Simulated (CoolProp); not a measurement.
A Linde-Hampson liquefier for carbon monoxide: isothermal reversible compression at 250 K from 1 atm to 5 MPa, throttling to 1 atm, return gas leaving the recuperator 5 K below the feed. Each further row changes one setting.

Values from CoolProp's reference Helmholtz-energy equation of state, Lemmon 2006. It is a short technical equation, of lower accuracy than the large ones.

```json
[
 {"case": "as stated", "liquid yield per pass": "0.032", "compression work (kJ/kg of gas)": "286"},
 {"case": "high pressure 10 MPa", "liquid yield per pass": "0.074", "compression work (kJ/kg of gas)": "335"},
 {"case": "warm-end temperature 280 K", "liquid yield per pass": "0.021", "compression work (kJ/kg of gas)": "322"},
 {"case": "warm-end gap 10 K", "liquid yield per pass": "0.019", "compression work (kJ/kg of gas)": "286"}
]
```
